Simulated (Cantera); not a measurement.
A Cantera script and what it prints.

```python
import numpy as np
import cantera as ct

gas_names = """
    H H2 N NH NH2 NH3 N2 N2H2 N2H4 Si SiH SiH2 SiH3 SiH4 SiN Si2 Si2N Si3
""".split()
cond_names = """
    Si(cr) Si(L) Si3N4(a)
""".split()


# ... load() reads the species with a 1 bar reference pressure and builds the phases ...
atoms = {
    'trisilylamine': {'Si': 3, 'N': 1, 'H': 9},
    'N2': {'N': 2},
}
top_T = {'Si3N4(a)': 2400}  # K; cautious upper limits of use, not melting points


# ... equilibrate(T, P, feed) seeds the gas with the atoms and calls Mixture.equilibrate('TP', solver="vcs", rtol=1e-11, max_steps=5000) ...
results = []
feed = {'trisilylamine': 1, 'N2': 1.4}  # mol
T = 1773.15  # K
P = 790  # Pa
mix = equilibrate(T, P, feed)
results.append((T, P, feed, dict(zip(mix.species_names, mix.species_moles))))
x = sorted(zip(gas.X, gas.species_names), reverse=True)
print(f"T = {T:g} K  P = {P:g} Pa  gas = {mix.phase_moles(0):.4g} mol")
print("   x: " + "  ".join(f"{s} {v:.3e}" for v, s in x if v > 1e-05))
print("   condensed (mol): " + ("  ".join(f"{mix.phase(i).name} {mix.phase_moles(i):.4g}"
      for i in range(1, mix.n_phases) if mix.phase_moles(i) > 1e-12) or "none"))
```

Result:

```
T = 1773.15 K  P = 790 Pa  gas = 6.41 mol
   x: H2 7.006e-01  N2 2.964e-01  H 2.682e-03  Si 2.703e-04  SiH 2.481e-05  SiH2 1.731e-05  Si2N 1.040e-05
   condensed (mol): Si(L) 2.998
```

Cantera equilibrium calculation (NASA polynomials, part measured and part estimated; ideal gas, pure solids and liquids). The feed counts by its element totals alone. Gases not in the tables: Si2H6 and higher silanes.
